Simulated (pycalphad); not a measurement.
CALPHAD calculation (pycalphad, COST 507 light-alloy database (1999)), 1 atm. These are 1990s assessments: newer ones move some temperatures and phases. Amounts are mole fractions of atoms.

Question: Compare equilibrium and Scheil-Gulliver solidification of Hf-0.6483C (wt.%).

Answer: Both start at the liquidus, 2730 °C. In full equilibrium the last liquid goes at 2323 °C (range 407 K), and at 2277 °C the alloy holds hcp. With no diffusion in the solid (Scheil-Gulliver, steps of 4 K) the liquid lasts to an invariant point at 2206 °C (range 524 K), where the last 0.14 of it freezes; the solid then holds hcp 0.81, fcc 0.10, bcc 0.09.

```json
[
 {"last step ahead of the change, T (°C)": "2730", "liquid left there": "1.00", "liquid composition there (wt.%)": "0.65 C", "solids forming below it": "fcc"},
 {"last step ahead of the change, T (°C)": "2379", "liquid left there": "0.90", "liquid composition there (wt.%)": "0.43 C", "solids forming below it": "hcp"},
 {"last step ahead of the change, T (°C)": "2206", "liquid left there": "0.14", "liquid composition there (wt.%)": "0.09 C", "solids forming below it": "bcc + hcp"}
]
```
Solids once formed stay as they are in this model, so peritectic reactions do not proceed; the changes are located to one step.

The fcc model also describes the rock-salt carbide or nitride (TiC, TiN, HfC).
